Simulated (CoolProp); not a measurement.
The numbers come from the reference Helmholtz-energy equation of state, Lemmon 2006 in CoolProp. It is a short technical equation, of lower accuracy than the large ones.

Give the vapour pressure (MPa), liquid density (kg/m³), enthalpy of vaporisation (kJ/kg), liquid cp (kJ/(kg K)) of saturated CH3F (R41) at 217.1, 253.6 K.


| T (K) | p (MPa) | liquid density (kg/m³) | enthalpy of vaporisation (kJ/kg) | liquid cp (kJ/(kg K)) |
|---|---|---|---|---|
| 217.1 | 0.301 | 833 | 454 | 2.12 |
| 253.6 | 1.15 | 740 | 384 | 2.35 |
